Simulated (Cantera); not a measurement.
Feed: 1 mol Ta, 2.2 mol O2, 1.2 mol N2, equilibrated at 1725 °C and 2.00e-6 bar.

Cantera equilibrium calculation (NASA polynomials, part measured and part estimated; ideal gas, pure solids and liquids). Candidate condensed phases: Ta, Ta2O5; 12 gas species. Equilibrium is a limit: real reactors are often held back by kinetics, nucleation or transport.

Base state: N2 0.479, O2 0.262, O 0.239, TaO2 0.0136, NO 0.00664 (mole fractions); condensed: Ta2O5(s).

### Question
What changes in the equilibrium state with this change: temperature from 1725 °C to 1250 °C?

### Answer
| species | before | after |
|---|---|---|
| N2 | 0.479 | 0.557 |
| O2 | 0.262 | 0.439 |
| O | 0.239 | 0.00259 |
| TaO2 | 0.0136 | 4.77e-9 |
| NO | 0.00664 | 0.00166 |
| Ta2O5(s), mol | 0.483 | 0.500 |

### Question
What changes in the equilibrium state with this change: 0.002 mol CH4 added?

### Answer
```csv
species,before,after
N2,0.479,0.477
O2,0.262,0.261
O,0.239,0.238
H,0,0.00253
TaO2,0.0136,0.0136
OH,0,0.000639
CO,0,0.000515
CO2,0,0.000286
H2O,0,1.26e-5
"Ta2O5(s), mol",0.483,0.483
```
Further candidate phases: C, C6H6, C7H8, C8H18, H2O, TaC.

### Question
What changes in the equilibrium state with this change: 0.21 mol H2O added?

### Answer
| species | before | after |
|---|---|---|
| N2 | 0.479 | 0.404 |
| O2 | 0.262 | 0.230 |
| O | 0.239 | 0.224 |
| H | 0 | 0.0846 |
| OH | 0 | 0.0201 |
| H2O | 0 | 0.0132 |
| TaO2 | 0.0136 | 0.0141 |
| H2 | 0 | 0.00556 |
| NO | 0.00664 | 0.00570 |
| Ta2O5(s), mol | 0.483 | 0.479 |
Further candidate phases: H2O.
